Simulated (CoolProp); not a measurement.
The numbers come from the reference Helmholtz-energy equation of state, Schmidt 1985 in CoolProp.

Question: For oxygen, give the phase and the Z, isothermal compressibility (1/MPa) at 84.9 K and 5540 kPa; 84.9 K and 12600 kPa.

Answer: 
- 84.9 K and 5540 kPa: liquid; Z 0.213, isothermal compressibility 0.00157
- 84.9 K and 12600 kPa: liquid; Z 0.480, isothermal compressibility 0.00143
